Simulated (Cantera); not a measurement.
Input: 1 mol Si3N4, 0.013 mol N2O, 11 mol N2, at 1.20e-5 bar.

Cantera equilibrium calculation (NASA polynomials, part measured and part estimated; ideal gas, pure solids and liquids). Candidate condensed phases: Si, SiO2, Si2N2O, Si3N4; 16 gas species. Mutual solubility and eutectic melting of coexisting phases are not modelled. The numbers say what is thermodynamically allowed, not how fast it happens.

Q: Which condensed phases are stable at each of these points (T (K)): 1198, 1298, 1398, 1498, 1598, 1698, 1798, 1898, 1998, 2098?

A: 
```csv
T (K),condensed phases,Si condensed (%)
1198,Si2N2O(s) + Si3N4(s),100.0
1298,Si2N2O(s) + Si3N4(s),100.0
1398,Si3N4(s),99.6
1498,Si(s),99.2
1598,Si(s),96.1
1698,Si(l),73.9
1798,gas only,0.0
1898,gas only,0.0
1998,gas only,0.0
2098,gas only,0.0
```

From 1198 K to 1298 K the condensed part is Si2N2O(s) + Si3N4(s). At 1398 K the condensed part is Si3N4(s). From 1498 K to 1598 K the condensed part is Si(s). At 1698 K the condensed part is Si(l). From 1798 K to 2098 K nothing is condensed.
